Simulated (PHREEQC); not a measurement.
Make-up at 20 °C: 0.035 mol HF and 4.6e-05 mol NH4HF2 per kg of water. Closed to the air; pH follows from the charge balance.

All values are PHREEQC results (ion-association model, phreeqc.dat), not measurements.

Each row changes one thing in this solution. No solid was allowed to form.

```
case                                                 pH  ionic strength (mol/kgw)  HF (mol/kgw)  F- (mol/kgw)  HF2- (mol/kgw)
-------------------------------------------------  ----  ------------------------  ------------  ------------  --------------
as made                                            2.31                   0.00526        0.0293       0.00475        0.000513
NH4HF2 from 4.6e-05 to 0.00023 mol/kgw             2.32                   0.00538        0.0295       0.00486        0.000528
0.00035 mol/kgw CO2 added                          2.31                   0.00526        0.0293       0.00475        0.000513
NH4HF2 replaced by NaHF2 at the same molality      2.31                   0.00526        0.0293       0.00475        0.000513
0.0029 mol/kgw H2SO4 added                         2.11                    0.0104        0.0311       0.00328        0.000375
diluted 5-fold with water                          2.72                       ___       0.00496       0.00198         3.62e-5
NH4HF2 replaced by (NH4)2CO3 at the same molality  2.31                   0.00528        0.0292       0.00477        0.000512
temperature from 20 to 80 °C                       2.55                   0.00306        0.0317       0.00270        0.000366
HF left out                                         ___                   8.72e-5       4.82e-6       8.72e-5         1.55e-9
```

Complete the blanks.


- diluted 5-fold with water, ionic strength (mol/kgw): 0.00202
- HF left out, pH: 4.39

At this temperature some constants are extrapolated from 25 °C, and those without enthalpy data are left unchanged.
